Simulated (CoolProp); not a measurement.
Carbon dioxide along the isotherm -51.55 °C: fugacity coefficient from the reference equation and from simpler models built on Tc = 31.0 °C, pc = 7.377 MPa, ω = 0.224; each cubic takes its own stable root.

Values from CoolProp's reference Helmholtz-energy equation of state, Span 1996.

```csv
p (MPa),phase,reference,van der Waals,Redlich-Kwong,Soave-Redlich-Kwong,Peng-Robinson
0.0583,gas,0.9923,0.9951,0.9935,0.9930,0.9926
0.104,gas,0.9863,0.9912,0.9884,0.9874,0.9867
0.184,gas,0.9757,0.9845,0.9795,0.9778,0.9766
0.328,gas,0.9567,0.9723,0.9635,0.9605,0.9583
0.583,gas,0.9230,0.9508,0.9352,0.9298,0.9262
1.04,liquid,0.5683,0.9122,0.7790,0.5741,0.5673
1.84,liquid,0.3265,0.8332,0.4486,0.3303,0.3258
3.28,liquid,0.1887,___,0.2601,0.1913,0.1880
5.83,liquid,0.1118,0.2999,0.1551,___,0.1112
10.4,liquid,0.06878,0.1948,0.09643,0.07057,0.06809
18.4,liquid,0.04566,0.1414,___,0.04741,0.04486
```

Fill in the missing entries.


- 3.28, van der Waals: 0.4903
- 5.83, Soave-Redlich-Kwong: 0.1139
- 18.4, Redlich-Kwong: 0.06509

At some of these states van der Waals gives the other phase, because its saturation line lies elsewhere.
